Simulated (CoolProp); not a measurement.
Saturated liquid density (kg/m³) of c-C4F8 (RC318): the reference equation beside estimates from Tc = 388.4 K, pc = 2.778 MPa, ω = 0.355.

Model: reference Helmholtz-energy equation of state, Platzer 1990, in CoolProp. This equation is an older, rougher fit; its heat capacities, sound speeds and derivatives of the liquid may be far off and weren't checked against measurements.

```tsv
T (K)	reference	Redlich-Kwong	Soave-Redlich-Kwong	Peng-Robinson
273	1594	1419	1502	1700
278.2	1575	1399	1483	1679
283.4	1556	1377	1462	[?]
288.6	1536	1355	[?]	1633
293.8	1516	1332	1419	1608
299	1495	[?]	1396	1583
304.2	1473	[?]	1371	1556
309.3	1452	1260	1347	1528
```

Question: Fill in the missing entries.

Answer: 
- 283.4, Peng-Robinson: 1656
- 288.6, Soave-Redlich-Kwong: 1441
- 299, Redlich-Kwong: 1309
- 304.2, Redlich-Kwong: 1285

Absolute difference from the reference over all 8 rows, mean and median: Redlich-Kwong 12.0 and 12.0 %, Soave-Redlich-Kwong 6.4 and 6.3 %, Peng-Robinson 6.1 and 6.2 %.
